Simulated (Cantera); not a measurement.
A closed system holds: 1 mol SiHCl3, 0.44 mol C2H2, 330 mol H2, held at 2575 K and 13.3 mbar.

These are equilibrium values from Cantera (NASA tables, ideal gas, pure condensed phases), not measurements of a reactor. Candidate condensed phases: C, C6H6, C7H8, C8H18, Si, SiC; 109 gas species. Kinetics and transport are ignored.

Base state: H2 0.732, H 0.257, HCl 0.00628, Si 0.00246, Cl 0.00155, C2H2 (acetylene) 0.00103, SiC2 7.52e-5, SiH 5.75e-5 (mole fractions); condensed: gas only.

Problem. What changes in the equilibrium state with this change: pressure from 13.3 mbar to 0.310 bar?

Solution. 
| species | before | after |
|---|---|---|
| H2 | 0.732 | 0.927 |
| H | 0.257 | 0.0599 |
| HCl | 0.00628 | 0.00830 |
| Si | 0.00246 | 0.00231 |
| CH4 | 2.94e-7 | 1.04e-5 |
| SiH2 | 3.90e-6 | 0.000108 |
The tables' values for SiCl are old estimates; treat these amounts as uncertain. Gases not in the tables: Si2H6 and higher silanes.

Problem. What changes in the equilibrium state with this change: SiHCl3 replaced by SiH2Cl2?

Solution. 
| species | before | after |
|---|---|---|
| H2 | 0.732 | 0.734 |
| H | 0.257 | 0.257 |
| HCl | 0.00628 | 0.00419 |
| Cl | 0.00155 | 0.00103 |
| Si | 0.00246 | 0.00247 |
| SiH | 5.75e-5 | 5.77e-5 |
| SiC2 | 7.52e-5 | 7.50e-5 |
| C | 1.05e-5 | 1.05e-5 |
| C2H | 3.02e-5 | 3.01e-5 |
| C2H2 (acetylene) | 0.00103 | 0.00103 |
